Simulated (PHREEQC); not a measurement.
**Sulfide liquor**

Consider water at 25 °C with 1.1 mmol/kgw NH4HS and 0.55 mmol/kgw MnCl2. Closed to the air; pH follows from the charge balance.

All values are PHREEQC results (ion-association model, wateq4f.dat), not measurements.

No solid was allowed to form.

Task: Estimate the pH, ionic strength.

Result: pH 8.08; ionic strength 0.00268 mol/kgw.

Task: In which forms is N present?

Result: NH4+ 94 %, NH3 6.1 % of the N.

Species that the database lacks are ignored. The polysulfide entries of wateq4f.dat were taken out for this run.
